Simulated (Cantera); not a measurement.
Input: 1 mol Si2Cl6, 0.24 mol Cl2, 24 mol H2, at 0.00200 bar.

Points: T (K) = 1000, 1075, 1150, 1225, 1300, 1375, 1450, 1525, 1600, 1675.

Cantera's Mixture.equilibrate('TP', solver="vcs", rtol=1e-11, max_steps=5000) on the NASA tables stopped like this:

```
T = 1000 K  P = 200 Pa  gas = 25.93 mol
   x: H2 9.005e-01  HCL 4.397e-02  SiCL4 4.305e-02  SiHCL3 6.212e-03  SiCL2 3.649e-03  SiCL3 2.547e-03
   condensed (mol): Si(cr) 0.5597
T = 1075 K  P = 200 Pa  gas = 26.24 mol
   x: H2 8.761e-01  HCL 7.202e-02  SiCL4 3.084e-02  SiCL2 1.156e-02  SiCL3 4.747e-03  SiHCL3 4.662e-03
   condensed (mol): Si(cr) 0.638
ERROR: FAILURE its = 5001!

*******************************************************************************
CanteraError thrown by MultiPhase::equilibrate:
VCS solver failed. Return code: -1
*******************************************************************************
```

Q: What got this run through?

A: Several could match; the one computed here: The failure is numerical, not chemical. The same input converged with solver="gibbs", rtol=1e-10, max_steps=50000, and the result passed a check of the equilibrium conditions:
```
T = 1000 K  P = 200 Pa  gas = 25.93 mol
   x: H2 9.005e-01  HCL 4.397e-02  SiCL4 4.305e-02  SiHCL3 6.212e-03  SiCL2 3.649e-03  SiCL3 2.547e-03
   condensed (mol): Si(cr) 0.5597
T = 1075 K  P = 200 Pa  gas = 26.24 mol
   x: H2 8.761e-01  HCL 7.202e-02  SiCL4 3.084e-02  SiCL2 1.156e-02  SiCL3 4.747e-03  SiHCL3 4.662e-03
   condensed (mol): Si(cr) 0.638
T = 1150 K  P = 200 Pa  gas = 26.66 mol
   x: H2 8.487e-01  HCL 1.003e-01  SiCL2 2.608e-02  SiCL4 1.595e-02  SiCL3 6.166e-03  SiHCL3 2.740e-03
   condensed (mol): Si(cr) 0.6406
T = 1225 K  P = 200 Pa  gas = 26.99 mol
   x: H2 8.295e-01  HCL 1.179e-01  SiCL2 4.084e-02  SiCL4 5.307e-03  SiCL3 5.236e-03  SiHCL3 1.165e-03
   condensed (mol): Si(cr) 0.5805
T = 1300 K  P = 200 Pa  gas = 27.15 mol
   x: H2 8.221e-01  HCL 1.234e-01  SiCL2 4.937e-02  SiCL3 3.333e-03  SiCL4 1.335e-03  SiHCL3 4.055e-04
   condensed (mol): Si(cr) 0.5216
T = 1375 K  P = 200 Pa  gas = 27.2 mol
   x: H2 8.205e-01  HCL 1.235e-01  SiCL2 5.355e-02  SiCL3 1.962e-03  SiCL4 3.302e-04  SiHCL3 1.400e-04
   condensed (mol): Si(cr) 0.4769
T = 1450 K  P = 200 Pa  gas = 27.22 mol
   x: H2 8.205e-01  HCL 1.220e-01  SiCL2 5.597e-02  SiCL3 1.172e-03  H 1.916e-04
   condensed (mol): Si(cr) 0.4401
T = 1525 K  P = 200 Pa  gas = 27.24 mol
   x: H2 8.208e-01  HCL 1.202e-01  SiCL2 5.762e-02  SiCL3 7.272e-04  H 4.792e-04
   condensed (mol): Si(cr) 0.4081
T = 1600 K  P = 200 Pa  gas = 27.25 mol
   x: H2 8.209e-01  HCL 1.184e-01  SiCL2 5.885e-02  H 1.101e-03  SiCL3 4.693e-04  CL 1.256e-04
   condensed (mol): Si(cr) 0.3787
T = 1675 K  P = 200 Pa  gas = 27.28 mol
   x: H2 8.203e-01  HCL 1.166e-01  SiCL2 5.975e-02  H 2.351e-03  SiCL3 3.139e-04  CL 2.608e-04  SiCL 2.397e-04  Si 2.170e-04
   condensed (mol): Si(cr) 0.3479
```

The gas is ideal and each condensed phase is pure. The feed counts by its element totals alone. The tables' values for SiCl3, SiCl are old estimates; treat these amounts as uncertain.
